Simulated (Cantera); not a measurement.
Standard-state values (1 bar) from the NASA 1993 polynomials, evaluated with Cantera. Values are per mole of reaction as written; species without (g) are pure solids or liquids, kept so even where they would boil at 1 bar. TiC: taken at fixed stoichiometry.

2 Ti₂O₃ + 3 C ⇌ 4 Ti + 3 CO₂(g), with ΔH° = 1861.1 kJ and ΔS° = 591.9 J/K at 300 K.

Task: How far is the shortcut ΔG° ≈ ΔH°(300 K) − T·ΔS°(300 K) from the full temperature-dependent value at 673, 723, 773, 823, 873, 923, 973, 1023, 1073 K?

Result: 
| T (K) | shortcut (kJ) | full (kJ) | difference (kJ) | difference in log10 K |
|---|---|---|---|---|
| 673 | 1462.8 | 1470.2 | -7.5 | 0.58 |
| 723 | 1433.2 | 1443.0 | -9.8 | 0.71 |
| 773 | 1403.6 | 1415.9 | -12.3 | 0.83 |
| 823 | 1374.0 | 1389.1 | -15.1 | 0.96 |
| 873 | 1344.4 | 1362.5 | -18.1 | 1.08 |
| 923 | 1314.8 | 1336.1 | -21.3 | 1.21 |
| 973 | 1285.2 | 1309.9 | -24.7 | 1.32 |
| 1023 | 1255.6 | 1283.8 | -28.2 | 1.44 |
| 1073 | 1226.0 | 1257.9 | -31.9 | 1.55 |
The shortcut ignores the heat-capacity change of the reaction.
